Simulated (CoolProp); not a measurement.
A single-stage vapour-compression cycle with the fluid: evaporating at 249.15 K (dew point), condensing at 284.15 K (bubble point), superheat 8 K, subcooling 2 K, compressor efficiency 0.75, no pressure losses. The same conditions are run with several fluids, on thermodynamics alone (safety and materials aside).

The numbers come from the reference Helmholtz-energy equation of state of each fluid (chloromethane (R40): Thol 2014; carbonyl sulfide: Lemmon 2006; R11: Jacobsen 1992; R21: Platzer 1990; R1233zd(E): Akasaka 2022; dimethyl ether: Wu 2011) in CoolProp. The equations of Platzer and Polt are older, rougher fits.

```csv
fluid,cooling COP,pressure ratio,discharge temperature (K),refrigerating effect (kJ/kg),volumetric capacity (kJ/m³)
chloromethane (R40),4.65,3.71,359.4,___,943
carbonyl sulfide,4.62,3.01,342.2,254,2230
R11,___,4.94,___,174,144
R21,4.80,4.73,339.0,___,___
R1233zd(E),4.82,5.12,309.1,182,168
dimethyl ether,4.75,3.68,320.8,___,___
```

Fill in the missing entries.


- chloromethane (R40), refrigerating effect (kJ/kg): 382
- R11, cooling COP: 4.86
- R11, discharge temperature (K): 321.6
- R21, refrigerating effect (kJ/kg): 227
- R21, volumetric capacity (kJ/m³): 257
- dimethyl ether, refrigerating effect (kJ/kg): 400
- dimethyl ether, volumetric capacity (kJ/m³): 933
